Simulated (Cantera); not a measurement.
An isothermal, constant-pressure homogeneous reactor starts with 1.36 % CH4, 96.8 % H2, 1.84 % CO2, at 2925 K and 60.0 Torr.

Computed with Cantera and GRI-Mech 3.0 (53 species, 325 reactions).

x: mole fraction; the columns are a selection and need not sum to one.

```tsv
t (s)	x CH4	x H2	x CO2	x C2H4	x C2H2	x CH2O
0.000200	0.00175	0.895	0.000139	1.14e-5	0.00389	1.34e-6
0.000469	…	0.880	…	…	…	…
0.00110	…	0.861	…	…	…	…
0.00257	4.06e-5	0.829	2.58e-5	8.36e-8	0.000668	5.98e-8
0.00602	2.70e-7	0.770	1.95e-5	1.38e-10	3.53e-6	2.71e-9
0.0141	3.70e-11	0.688	1.86e-5	<1e-12	1.70e-12	9.24e-10
0.0331	1.24e-11	0.631	1.80e-5	<1e-12	<1e-12	5.62e-10
0.0775	1.03e-11	0.621	1.78e-5	<1e-12	<1e-12	5.15e-10
0.181	1.03e-11	0.621	1.78e-5	<1e-12	<1e-12	5.14e-10
0.425	1.03e-11	0.621	1.78e-5	<1e-12	<1e-12	5.14e-10
0.996	1.03e-11	0.621	1.78e-5	<1e-12	<1e-12	5.14e-10
2.33	1.03e-11	0.621	1.78e-5	<1e-12	<1e-12	5.14e-10
5.47	1.03e-11	0.621	1.78e-5	<1e-12	<1e-12	5.14e-10
12.8	1.03e-11	0.621	1.78e-5	<1e-12	<1e-12	5.14e-10
30.0	1.03e-11	0.621	1.78e-5	<1e-12	<1e-12	5.14e-10
```

What belongs in the gaps?


- 0.000469, x CH4: 0.000436
- 0.000469, x CO2: 4.44e-5
- 0.000469, x C2H4: 1.96e-6
- 0.000469, x C2H2: 0.00427
- 0.000469, x CH2O: 4.86e-7
- 0.00110, x CH4: 0.000178
- 0.00110, x CO2: 3.84e-5
- 0.00110, x C2H4: 6.64e-7
- 0.00110, x C2H2: 0.00265
- 0.00110, x CH2O: 2.36e-7
